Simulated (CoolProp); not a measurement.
Properties of n-perfluorohexane at several states (Tc = 174.9 °C, pc = 1.742 MPa, ω = 0.497).

Computed with CoolProp (reference Helmholtz-energy equation of state, Gao 2022).

```csv
T (°C),p (MPa),phase,speed of sound (m/s),Joule-Thomson coefficient (K/MPa),isothermal compressibility (1/MPa)
37.65,0.0837,liquid,480.5,-0.2458,0.003241
-33.15,0.0376,liquid,668.6,-0.3641,0.001524
108.25,0.0151,gas,97.67,12.36,66.58
54.65,8.99,liquid,504.5,-0.2662,0.002894
```
